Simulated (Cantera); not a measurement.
Mixture: H₂ : O₂ : N₂ = 1 : 0.641 : 2.41 (molar parts), equivalence ratio 0.78, at 100000 Pa, adiabatic and at constant volume. Ignition delay is the time to a rise of 400 K.

Detailed kinetics in Cantera: the H2/O2 subset of GRI-Mech 3.0, which has no nitrogen chemistry. Where the delays flatten at high temperature, the 400 K rule measures the pace of heat release, not the induction time.

Q: What does this change do: H2 1 to 0.38 parts?

A: 
```json
[
 {"quantity": "delay at 1150 K", "before": "60.2 µs", "after": "74.3 µs"},
 {"quantity": "delay at 1200 K", "before": "45.0 µs", "after": "57.4 µs"},
 {"quantity": "delay at 1250 K", "before": "35.2 µs", "after": "46.8 µs"},
 {"quantity": "delay at 1300 K", "before": "28.6 µs", "after": "39.9 µs"},
 {"quantity": "delay at 1350 K", "before": "23.9 µs", "after": "35.4 µs"},
 {"quantity": "delay at 1400 K", "before": "20.5 µs", "after": "32.5 µs"}
]
```

Q: What does this change do: H2 1 to 3 parts?

A: 
```csv
quantity,before,after
delay at 1150 K,60.2 µs,71.8 µs
delay at 1200 K,45.0 µs,52.8 µs
delay at 1250 K,35.2 µs,40.6 µs
delay at 1300 K,28.6 µs,32.4 µs
delay at 1350 K,23.9 µs,26.5 µs
delay at 1400 K,20.5 µs,22.3 µs
```
